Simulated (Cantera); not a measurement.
An isothermal plug-flow reactor at 1323 K and 750 Torr (inlet), inlet velocity 2.6 m/s, active area per volume 400 1/m; feed CH₄ : O₂ : N₂ : H₂O = 0.0023 : 0.085 : 0.79 : 0.0053 (molar parts), equivalence ratio 0.054.

Detailed kinetics in Cantera: Deutschmann's 1995 Pt surface mechanism with GRI-Mech 3.0 gas chemistry. Catalytic surfaces can have several steady states; this one follows from the mechanism file's or the stated starting coverage. Mass transfer to the wall is taken as infinitely fast.

One state of this run: x CH₄ = 0.000846; x O₂ = 0.0930; x H₂O = 0.00930; x CO₂ = 0.00157; x CO = 3.42e-6; θ free Pt = 0.554; θ O* = 0.445. x: gas mole fraction; θ: surface coverage.

Task: Which value of z (m) does it belong to?
A. 0.0019
B. 0.00099
C. 0.0071
D. 0.00051

Result: C, 0.0071
